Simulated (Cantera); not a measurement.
Charge: 1 mol Cr, 1.9 mol NH3, 2.6 mol H2.

Method: chemical equilibrium by Gibbs-energy minimisation in Cantera with the NASA 1993 tables (ideal gas, pure condensed phases). Candidate condensed phases: Cr, CrN, Cr2N; 11 gas species. Mutual solubility and eutectic melting of coexisting phases are not modelled. Kinetics and transport are ignored.

Question: What condenses at these points (T in K, P in Pa): (998, 130000); (1598, 18000); (1798, 2400); (1598, 0.75); (898, 5.6); (1198, 320); (898, 0.75); (1098, 5.6)?

Answer: 
```json
[
 {"T (K)": "998", "P in Pa": "130000", "condensed phases": "CrN", "Cr condensed (%)": "100.0"},
 {"T (K)": "1598", "P in Pa": "18000", "condensed phases": "Cr", "Cr condensed (%)": "100.0"},
 {"T (K)": "1798", "P in Pa": "2400", "condensed phases": "Cr", "Cr condensed (%)": "97.6"},
 {"T (K)": "1598", "P in Pa": "0.75", "condensed phases": "gas only", "Cr condensed (%)": "0.0"},
 {"T (K)": "898", "P in Pa": "5.6", "condensed phases": "Cr2N", "Cr condensed (%)": "100.0"},
 {"T (K)": "1198", "P in Pa": "320", "condensed phases": "Cr + Cr2N", "Cr condensed (%)": "100.0"},
 {"T (K)": "898", "P in Pa": "0.75", "condensed phases": "Cr2N", "Cr condensed (%)": "100.0"},
 {"T (K)": "1098", "P in Pa": "5.6", "condensed phases": "Cr", "Cr condensed (%)": "100.0"}
]
```
